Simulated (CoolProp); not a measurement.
Saturated liquid density (kg/m³) of octamethyltrisiloxane (MDM): the reference equation beside estimates from Tc = 292.2 °C, pc = 1.438 MPa, ω = 0.528. Rackett uses Z = 0.29056 − 0.08775 ω.

Values from CoolProp's reference Helmholtz-energy equation of state, Thol 2017.

```tsv
T (°C)	reference	Rackett	van der Waals	Redlich-Kwong	Soave-Redlich-Kwong	Peng-Robinson
47.95	792.0	898.0	455.4	672.6	713.5	802.8
55.45	784.3	889.2	451.5	666.0	708.1	797.0
63.05	776.4	880.1	447.5	659.1	702.3	790.9
70.55	768.5	871.1	443.5	652.2	696.4	784.6
78.15	760.4	861.8	439.3	644.9	690.2	778.0
85.65	752.4	852.6	435.1	637.6	683.9	771.2
93.25	744.2	843.0	430.7	630.0	677.2	764.0
100.75	735.9	833.4	426.3	622.3	670.4	756.7
108.35	727.4	823.6	421.7	614.3	663.2	748.9
115.85	718.9	813.7	417.1	606.1	655.8	740.9
123.45	710.2	803.5	412.3	597.6	648.0	732.5
130.95	701.4	793.2	407.5	589.0	640.0	723.7
138.55	692.3	782.5	402.4	580.0	631.5	714.5
```

Absolute difference from the reference over all 13 rows, mean and median: Rackett 13.3 and 13.3 %, van der Waals 42.1 and 42.1 %, Redlich-Kwong 15.5 and 15.3 %, Soave-Redlich-Kwong 9.1 and 9.0 %, Peng-Robinson 2.5 and 2.7 %.
